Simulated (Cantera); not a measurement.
Feed: 1 mol H₂S, 1.9 mol H₂, equilibrated at 3125 °C and 700000 Pa.

Method: chemical equilibrium by Gibbs-energy minimisation in Cantera with the NASA 1993 tables (ideal gas, pure condensed phases). Candidate condensed phases: S; 7 gas species. Equilibrium is a limit: real reactors are often held back by kinetics, nucleation or transport.

**Question.** What is the equilibrium state?

**Answer.** 
```
Property                             Value
-------------------------------  ---------
x(H₂)                                0.643
x(H)                                 0.141
x(SH)                               0.0795
x(S)                                0.0608
x(S₂)                               0.0516
x(H₂S)                              0.0244
gas amount                       3.731 mol
log10 activity of S(l) (absent)      -2.15
```
